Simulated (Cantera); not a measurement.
What does this Cantera script print?

```python
import numpy as np
import cantera as ct

gas_names = """
    C CN CO CO2 C2 CCN CNC C2N2 C2O C3 C3O2 C4 C4N2 C5 Cu CuO Cu2 N NCO NO NO2 NO3 N2 N2O O O2 O3
""".split()
cond_names = """
    C(gr) Cu(cr) Cu(L) CuO(s) Cu2O(s) Cu2O(L)
""".split()


def load(file, names, dense=False):
    # The tables refer to 1 bar. Condensed volumes are neglected.
    table = {s.name: s for s in ct.Species.list_from_file(file)}
    out = []
    for n in names:
        d = dict(table[n].input_data)
        d["thermo"] = dict(d["thermo"], **{"reference-pressure": 1e5})
        if dense:
            d["equation-of-state"] = {"model": "constant-volume", "density": "1e6 g/cm^3"}
        out.append(ct.Species.from_dict(d))
    return out


gas = ct.Solution(thermo="ideal-gas", species=load("nasa_gas.yaml", gas_names))
cond = {s.name: ct.Solution(thermo="fixed-stoichiometry", species=[s], name=s.name)
        for s in load("nasa_condensed.yaml", cond_names, dense=True)}
atoms = {
    'Cu2O': {'Cu': 2, 'O': 1},
    'C': {'C': 1},
    'N2': {'N': 2},
}
top_T = {'C(gr)': 4500, 'CuO(s)': 1390}  # K; cautious upper limits of use, not melting points


def equilibrate(T, P, feed):
    n = {}
    for name, mol in feed.items():
        for a, k in atoms[name].items():
            n[a] = n.get(a, 0.0) + k * mol
    gas.TPX = T, P, n
    mass = sum(n.values()) * gas.mean_molecular_weight
    gas.equilibrate("TP")
    valid = [c for c in cond.values() if c.min_temp <= T <= top_T.get(c.name, c.max_temp)]
    mix = ct.Mixture([(gas, mass / gas.mean_molecular_weight)] + [(c, 0.0) for c in valid])
    mix.T, mix.P = T, P
    mix.equilibrate("TP", solver="vcs", rtol=1e-11, max_steps=5000)
    return mix


results = []
T = 1400  # K
P = 42  # Pa
for m in [0.14, 0.21, 0.3, 0.44, 0.63, 0.92, 1.3, 1.9, 2.8, 4.1, 5.9, 8.6]:
    feed = {'Cu2O': 1, 'C': 1.6, 'N2': m}  # mol
    mix = equilibrate(T, P, feed)
    results.append((T, P, feed, dict(zip(mix.species_names, mix.species_moles))))

top = {s: max(r[3][s] / sum(r[3][g] for g in gas_names) for r in results) for s in gas_names}
cols = sorted((s for s in top if top[s] > 0.001), key=lambda s: -top[s])[:5]
seen = [c for c in cond_names if any(r[3].get(c, 0) > 1e-12 for r in results)]
print("log10 of partial pressures in bar; condensed amounts in mol")
print(f"{'n(N2)':>10s}" + "".join(f"{s[:9]:>10s}" for s in cols + seen))
for T, P, feed, n in results:
    ng = sum(n[g] for g in gas_names)
    print(f"{feed['N2']:10.4g}" + "".join(f"{np.log10(max(n[s] / ng * P / 1e5, 1e-99)):10.3f}" for s in cols)
          + "".join(f"{n.get(c, 0):10.4g}" for c in seen))
```

Result:

```
log10 of partial pressures in bar; condensed amounts in mol
     n(N2)        N2        CO        Cu     C(gr)     Cu(L)
      0.14    -4.289    -3.435    -5.870       0.6     1.996
      0.21    -4.139    -3.461    -5.870       0.6     1.996
       0.3    -4.015    -3.492    -5.870       0.6     1.996
      0.44    -3.893    -3.537    -5.870       0.6     1.995
      0.63    -3.791    -3.590    -5.870       0.6     1.995
      0.92    -3.698    -3.661    -5.870       0.6     1.994
       1.3    -3.626    -3.740    -5.870       0.6     1.993
       1.9    -3.562    -3.841    -5.870       0.6     1.991
       2.8    -3.511    -3.958    -5.870       0.6     1.988
       4.1    -3.473    -4.086    -5.870       0.6     1.984
       5.9    -3.446    -4.217    -5.870       0.6     1.978
       8.6    -3.426    -4.360    -5.870       0.6     1.969
```

Cantera equilibrium calculation (NASA polynomials, part measured and part estimated; ideal gas, pure solids and liquids).
